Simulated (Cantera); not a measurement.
Ignition delay

Mixture: C₂H₄ : O₂ : N₂ : H₂O = 1 : 1.43 : 5.37 : 0.97 (molar parts), at 17.0 bar, adiabatic and at constant volume. Ignition delay is the time to a rise of 400 K.

Cantera simulation using GRI-Mech 3.0 (53 species, 325 reactions); the numbers are that mechanism's predictions, not measurements. GRI-Mech 3.0 was tuned for natural gas; its chemistry of ethylene as a main component is partial and can be far from experiment. The pressure lies above the range GRI-Mech 3.0 was tuned for (to about 10 atm).

```tsv
T0 (K)	delay (ms)
1100	2.14
1150	1.01
1200	0.442
1250	0.185
1300	0.0773
1350	0.0332
1400	0.0150
1450	0.00725
1500	0.00391
1550	0.00241
```

The apparent activation energy between 1450 and 1550 K is 210 kJ/mol.
